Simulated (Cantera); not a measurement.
A freely propagating, adiabatic, planar premixed flame of 54.1 % H2, 9.68 % O2, 36.3 % N2, unburnt at 475 K and 1.00 atm; mixture-averaged transport, grid criteria slope 0.08 and curve 0.16, no radiation.

Computed with Cantera and the H2/O2 subset of GRI-Mech 3.0, which has no nitrogen chemistry. Burning velocities carry a grid error of a few per cent, more on coarse grids.

Q: Predict: laminar burning velocity; thermal thickness; peak x(HO2); peak x(H); peak x(H2O2).

A: 
```json
{
  "laminar_burning_velocity": "529 cm/s",
  "thermal_thickness": "0.431 mm",
  "peak x(HO2)": "0.000312",
  "peak x(H)": "0.0662",
  "peak x(H2O2)": "2.19e-5"
}
```
